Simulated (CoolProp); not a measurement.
The fluid at 501.11 K and 1.89 MPa is compressed adiabatically to 3.49 MPa with isentropic efficiency 1. The same conditions are run with several fluids, on thermodynamics alone (safety and materials aside).

Values from CoolProp's reference Helmholtz-energy equation of state of each fluid (methanol: de Reuck 1993; ethanol: Schroeder 2014; isohexane: Lemmon 2006; sulfur hexafluoride: Guder 2009; cyclopentane: Gedanitz 2015).

**Question.** Rank methanol, ethanol, isohexane, sulfur hexafluoride, cyclopentane by work (kJ/kg), highest first.

**Answer.** methanol (74.7), ethanol (49.7), cyclopentane (28.7), isohexane (19.7), sulfur hexafluoride (17.3)

| fluid | final temperature (K) | final phase | final density (kg/m³) |
|---|---|---|---|
| methanol | 547.1 | gas | 27.9 |
| ethanol | 535.8 | gas | 42.8 |
| isohexane | 526.8 | supercritical | 126 |
| sulfur hexafluoride | 523.7 | gas | 122 |
| cyclopentane | 528.0 | gas | 79.3 |
